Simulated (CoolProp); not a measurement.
A simple Rankine cycle with chloromethane (R40): condensing at 316.15 K, boiler at 3.25 MPa, turbine inlet 413.2 K, turbine efficiency 0.8, pump efficiency 0.6, no recuperator. Each further row changes one setting.

The numbers come from the reference Helmholtz-energy equation of state, Thol 2014 in CoolProp.

```tsv
case	thermal efficiency (%)	net work (kJ/kg)	heat in (kJ/kg)	turbine exit temperature (K)	volume ratio over the turbine
as stated	10.9	[?]	414	331.9	3.06
turbine inlet 433.2 K	11.3	49.6	440	352.1	[?]
condensing temperature 308.15 K	12.3	52.3	427	320.1	3.69
boiler pressure 2.27 MPa	8.4	36.2	432	[?]	2.19
turbine efficiency 0.7	9.4	38.8	414	337.6	3.14
```

Complete the blanks.


- as stated, net work (kJ/kg): 45.0
- turbine inlet 433.2 K, volume ratio over the turbine: 3.05
- boiler pressure 2.27 MPa, turbine exit temperature (K): 357.3
